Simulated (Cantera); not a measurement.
Equilibrium for silicon etching in halogen gases: Si + HF + N2 + F2

A closed system holds: 1 mol Si, 1.4 mol HF, 22 mol N2, 0.65 mol F2.

Method: chemical equilibrium by Gibbs-energy minimisation in Cantera with the NASA 1993 tables (ideal gas, pure condensed phases). Candidate condensed phases: Si, Si3N4; 37 gas species. N2 is the only nitrogen source here; it is nearly inert below about 1500 K, so the nitride shown seldom forms there in practice. The tables' values for SiF2, SiF3 are old estimates. Kinetics and transport are ignored.

Map the stable condensed phases over T = 1223, 1273, 1323, 1373, 1423, 1473, 1523, 1573, 1623, 1673, 1723 K and P in Pa = 1, 4.2, 18, 75, 320, 1300, 5600, 24000, 100000.


```
T in K \ P in Pa
              1    4.2     18     75    320   1300   5600  24000 100000
   1723       A      A      A      A      A      B      B      B      B
   1673       A      A      A      A      A      B      B      B      B
   1623       A      A      A      A      B      B      B      B      B
   1573       A      A      A      B      B      B      B      B      B
   1523       A      A      A      B      B      B      B      B      B
   1473       A      A      B      B      B      B      B      B      B
   1423       A      B      B      B      B      B      B      B      B
   1373       B      B      B      B      B      B      B      B      B
   1323       B      B      B      B      B      B      B      B      B
   1273       B      B      B      B      B      B      B      B      B
   1223       B      B      B      B      B      B      B      B      B
```
A: gas only; B: Si3N4.
